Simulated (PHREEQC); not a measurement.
Ultrapure water in contact with air or piping: speciation

Model water analysis in mmol/kgw, 20 °C, pH 5.98, pe 0.1:

| constituent | mmol/kgw |
|---|---|
| Na | 0.00551 |
| K | 0.000335 |
| Ca | 0.00319 |
| Mg | 0.00197 |
| Cl | 0.00407 |
| S(6) | 0.00295 |
| Alkalinity (meq/kgw) | 0.00623 |
| Mn(2) | 7.48e-06 |

Cl is adjusted to close the charge balance.
Valence states are taken as typed.

Computed with PHREEQC (ion-association model, phreeqc.dat).

```yaml
ionic_strength: 2.53e-5 mol/kgw
```

```tsv
species	molality	activity	log γ
CO2	1.82e-5	1.82e-5	0.000
HCO3-	7.28e-6	7.23e-6	-0.003
Na+	5.51e-6	5.48e-6	-0.003
Cl-	4.05e-6	4.03e-6	-0.003
Ca+2	3.19e-6	3.11e-6	-0.010
SO4-2	2.95e-6	2.88e-6	-0.010
Mg+2	1.97e-6	1.92e-6	-0.010
H+	1.05e-6	1.05e-6	-0.003
K+	3.35e-7	3.33e-7	-0.003
```

This is a speciation only: nothing precipitates in the calculation.
